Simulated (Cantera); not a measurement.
Cantera with NASA thermochemical tables; ideal gases at 1 bar, condensed phases pure. Values are per mole of reaction as written; species without (g) are pure solids or liquids, kept so even where they would boil at 1 bar.

2 NiS ⇌ NiS₂ + Ni, with ΔH° = 44.4 kJ and ΔS° = -4.1 J/K at 300 K.

Problem. How far is the shortcut ΔG° ≈ ΔH°(300 K) − T·ΔS°(300 K) from the full temperature-dependent value at 398, 423, 448, 473, 498, 523 K?

Solution. 
```csv
T (K),shortcut (kJ),full (kJ),difference (kJ),difference in log10 K
398,46.0,46.0,0.0,0.00
423,46.1,46.1,0.0,0.00
448,46.2,46.2,0.0,-0.01
473,46.3,46.3,0.1,-0.01
498,46.4,46.4,0.1,-0.01
523,46.5,46.4,0.1,-0.01
```
The shortcut ignores the heat-capacity change of the reaction.
